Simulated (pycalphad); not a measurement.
Source of the numbers: pycalphad with the COST 507 light-alloy database (1999); pressure 1 atm. No gas phase is included, though pure Mg would boil below 1377 °C. The data set is of 1999 and partly superseded. Diffusion is slow at the low end, where real alloys seldom reach equilibrium.

**Question.** How does the equilibrium phase assembly of Si-24.17Mg (wt.%) change on cooling from 1377 °C to 77 °C?

**Answer.** 
```json
[
 {"T (°C)": "1203.4", "phases above": "LIQUID", "phases below": "DIAMOND_A4 + LIQUID"},
 {"T (°C)": "943.5", "phases above": "DIAMOND_A4 + LIQUID", "phases below": "DIAMOND_A4 + MG2SI"}
]
```
Changes were sought between steps of 50 K, so a narrower field can be missed.

Database names, with the compositions (at.%) that they take in these runs: MG2SI: Mg 67 Si 33. DIAMOND_A4 is diamond (Si).
